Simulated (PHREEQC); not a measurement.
Consider water at 45 °C with 0.04 mol/kgw HF and 0.014 mol/kgw (CH3)4NF. Closed to the air; pH follows from the charge balance.

Model: ion-association model, phreeqc.dat, run in PHREEQC.

Precipitation was switched off in this run.

**Question.** What pH does the model give?

**Answer.** pH 2.85.

**Question.** In which forms is F present?

**Answer.** HF 67 %, F- 25 %, HF2- 7.8 % of the F.

Species that the database lacks are ignored. (CH3)4N+ isn't in the database: it is added as a free cation with an ion size of 4 Å. Constants without temperature data keep their 25 °C values here.
